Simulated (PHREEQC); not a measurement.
Metal-bearing waste water

Consider water at 25 °C with 3.6 mmol/kgw Pb(NO3)2, 0.44 mmol/kgw CaCl2, 0.053 mmol/kgw HCl and 0.056 mmol/kgw NaCl. Closed to the air; pH follows from the charge balance.

Computed with PHREEQC (ion-association model, phreeqc.dat).

Each row changes one thing in this solution. This is a speciation only: nothing precipitates in the calculation.

```json
[
 {"case": "as made", "pH": "4.31", "ionic strength (mol/kgw)": "0.0116", "NO3- (mol/kgw)": "0.00698", "Pb+2 (mol/kgw)": "0.00330", "Cl- (mol/kgw)": "0.000912", "PbNO3+ (mol/kgw)": "0.000218", "SI of Pb(OH)2 (Pb(OH)2)": "-2.20", "SI of Halite (NaCl)": "-8.96"},
 {"case": "temperature from 25 to 65 °C", "pH": "4.31", "ionic strength (mol/kgw)": "0.0115", "NO3- (mol/kgw)": "0.00699", "Pb+2 (mol/kgw)": "0.00323", "Cl- (mol/kgw)": "(withheld)", "PbNO3+ (mol/kgw)": "0.000207", "SI of Pb(OH)2 (Pb(OH)2)": "-1.01", "SI of Halite (NaCl)": "-9.03"},
 {"case": "Pb(NO3)2 from 0.0036 to 0.018 mol/kgw", "pH": "4.30", "ionic strength (mol/kgw)": "0.0486", "NO3- (mol/kgw)": "0.0328", "Pb+2 (mol/kgw)": "0.0146", "Cl- (mol/kgw)": "0.000782", "PbNO3+ (mol/kgw)": "0.00319", "SI of Pb(OH)2 (Pb(OH)2)": "-1.72", "SI of Halite (NaCl)": "-9.10"},
 {"case": "0.0063 mol/kgw CO2 added", "pH": "3.94", "ionic strength (mol/kgw)": "0.0116", "NO3- (mol/kgw)": "0.00698", "Pb+2 (mol/kgw)": "0.00326", "Cl- (mol/kgw)": "0.000913", "PbNO3+ (mol/kgw)": "0.000216", "SI of Pb(OH)2 (Pb(OH)2)": "-2.95", "SI of Halite (NaCl)": "-8.96"},
 {"case": "HCl replaced by BaCl2 at the same molality", "pH": "5.17", "ionic strength (mol/kgw)": "0.0117", "NO3- (mol/kgw)": "0.00698", "Pb+2 (mol/kgw)": "0.00329", "Cl- (mol/kgw)": "0.000961", "PbNO3+ (mol/kgw)": "0.000218", "SI of Pb(OH)2 (Pb(OH)2)": "-0.49", "SI of Halite (NaCl)": "-8.94"},
 {"case": "HCl left out", "pH": "5.17", "ionic strength (mol/kgw)": "0.0116", "NO3- (mol/kgw)": "0.00698", "Pb+2 (mol/kgw)": "0.00330", "Cl- (mol/kgw)": "0.000863", "PbNO3+ (mol/kgw)": "0.000218", "SI of Pb(OH)2 (Pb(OH)2)": "-0.49", "SI of Halite (NaCl)": "-8.98"},
 {"case": "CaCl2 left out", "pH": "4.31", "ionic strength (mol/kgw)": "0.0104", "NO3- (mol/kgw)": "0.00697", "Pb+2 (mol/kgw)": "0.00336", "Cl- (mol/kgw)": "0.000100", "PbNO3+ (mol/kgw)": "0.000227", "SI of Pb(OH)2 (Pb(OH)2)": "-2.19", "SI of Halite (NaCl)": "-9.91"},
 {"case": "temperature from 25 to 90 °C", "pH": "4.32", "ionic strength (mol/kgw)": "0.0114", "NO3- (mol/kgw)": "0.00700", "Pb+2 (mol/kgw)": "0.00318", "Cl- (mol/kgw)": "0.000768", "PbNO3+ (mol/kgw)": "0.000199", "SI of Pb(OH)2 (Pb(OH)2)": "-0.40", "SI of Halite (NaCl)": "(withheld)"}
]
```

**Question.** What belongs in the gaps?

**Answer.** 
- temperature from 25 to 65 °C, Cl- (mol/kgw): 0.000830
- temperature from 25 to 90 °C, SI of Halite (NaCl): -9.09

Constants without temperature data keep their 25 °C values here.
